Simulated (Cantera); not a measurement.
Adiabatic ignition

An adiabatic, constant-volume homogeneous reactor starts with H₂ : O₂ : N₂ = 1 : 0.333 : 1.25 (molar parts), equivalence ratio 1.5, at 1200 K and 210000 Pa.

Model: GRI-Mech 3.0 (53 species, 325 reactions), integrated in Cantera. The hydrogen kinetics of GRI-Mech 3.0 are dated; newer H2 mechanisms differ, most at raised pressure. Above 3000 K some thermodynamic fits are extrapolated.

```
t (s)     T (K)  P (bar)   x H₂     x O₂     x N₂O       x H    x H₂O₂
--------  -----  -------  -----  -------  --------  --------  --------
4.00e-6    1200     2.10  0.387    0.129    <1e-12   9.32e-8  4.49e-10
8.66e-6    1200     2.10  0.387    0.129    <1e-12   1.49e-6   6.52e-9
1.88e-5    1204     2.11  0.386    0.128  1.04e-10  0.000568   2.37e-6
4.06e-5    2982     4.69  0.144  0.00193   2.41e-7    0.0325   4.30e-7
8.80e-5    3017     4.73  0.145  0.00158   2.81e-7    0.0293   4.04e-7
0.000191   3012     4.72  0.146  0.00150   3.12e-7    0.0290   3.90e-7
0.000413   3009     4.72  0.147  0.00147   3.37e-7    0.0289   3.83e-7
0.000894   3009     4.72  0.147  0.00146   3.40e-7    0.0288   3.82e-7
0.00194    3009     4.72  0.147  0.00146   3.40e-7    0.0288   3.82e-7
0.00420    3009     4.72  0.147  0.00146   3.40e-7    0.0288   3.82e-7
0.00909    3009     4.72  0.147  0.00146   3.40e-7    0.0288   3.82e-7
0.0197     3009     4.72  0.147  0.00146   3.40e-7    0.0288   3.82e-7
0.0426     3009     4.72  0.147  0.00146   3.40e-7    0.0288   3.82e-7
0.0923     3009     4.72  0.147  0.00146   3.40e-7    0.0288   3.82e-7
0.200      3009     4.72  0.147  0.00146   3.40e-7    0.0288   3.82e-7
```
x: mole fraction; the columns are a selection and need not sum to one.

```yaml
time_of_steepest_temperature_rise: 24.7 µs
temperature at 0.200 s: 3009 K
equilibrium_temperature: 3009 K
x(H₂) at 0.200 s: 0.147 (gas-phase equilibrium 0.147)
x(O₂) at 0.200 s: 0.00146 (gas-phase equilibrium 0.00146)
x(N₂O) at 0.200 s: 3.40e-7 (gas-phase equilibrium 3.40e-7)
```
